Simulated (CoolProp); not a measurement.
R236FA along the isobar 14300 kPa: fugacity coefficient from the reference equation and from simpler models built on Tc = 398.1 K, pc = 3191 kPa, ω = 0.377; each cubic takes its own stable root.

The numbers come from the reference Helmholtz-energy equation of state, Pan 2012 in CoolProp.

| T (K) | phase | reference | Redlich-Kwong | Soave-Redlich-Kwong |
|---|---|---|---|---|
| 277.7 | liquid | 0.01632 | 0.03622 | 0.01743 |
| 292.9 | liquid | 0.02745 | 0.05322 | 0.02949 |
| 308.2 | liquid | 0.04323 | 0.07442 | 0.04670 |
| 323.5 | liquid | 0.06421 | 0.09963 | 0.06973 |
| 338.8 | liquid | 0.09073 | 0.1286 | 0.09898 |
| 354.1 | liquid | 0.1228 | 0.1609 | 0.1345 |
| 369.4 | liquid | 0.1603 | 0.1959 | 0.1760 |
| 384.7 | liquid | 0.2026 | 0.2332 | 0.2227 |
| 400 | supercritical | 0.2489 | 0.2720 | 0.2737 |
